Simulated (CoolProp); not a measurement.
Vapour-liquid equilibrium of nitrogen (1) + methane (2) at 108.5 K; x and y are mole fractions of (1).

The numbers come from the multi-fluid Helmholtz-energy mixture model, Span 2000 and Setzmann 1991; pair parameters Kunz 2012 in CoolProp.

```tsv
x	bubble pressure (bar)	y at the bubble point	dew pressure at overall composition x (bar)	liquid density (mol/L)
0.05	1.822	0.576	0.8152	26.51
0.125	3.179	0.762	0.8859	26.35
0.2	4.338	0.830	0.9700	26.18
0.275	5.343	0.866	1.071	25.99
0.35	6.234	0.890	1.195	25.79
0.425	7.044	0.907	1.350	25.56
0.5	7.801	0.920	1.551	25.31
0.575	8.530	0.932	1.819	25.03
0.65	9.258	0.943	2.198	24.72
0.725	10.01	0.953	2.773	24.37
0.8	10.81	0.964	3.739	23.97
0.875	11.69	0.976	5.643	23.51
0.95	12.68	0.990	9.764	22.99
```

No azeotrope shows between x = 0.05 and 0.95.

The pair parameters rest on a limited set of measurements; away from them the model extrapolates. The gap from Raoult's law changes sign with composition, which may be real or a fault of the pair parameters; it wasn't checked against measurements.
